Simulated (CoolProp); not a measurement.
The numbers come from the reference Helmholtz-energy equation of state, Lemmon 2006 in CoolProp. It is a short technical equation, of lower accuracy than the large ones.

Problem. Give the vapour pressure (kPa), enthalpy of vaporisation (kJ/kg), liquid cp (kJ/(kg K)), surface tension (mN/m) of saturated C3F8 (R218) at 187.4 K.

Solution. 
```
T (K)  p (kPa)  enthalpy of vaporisation (kJ/kg)  liquid cp (kJ/(kg K))  surface tension (mN/m)
-----  -------  --------------------------------  ---------------------  ----------------------
187.4     5.44                               121                  0.878                    16.6
```

Surface tension comes from a separate correlation (Mulero 2012).
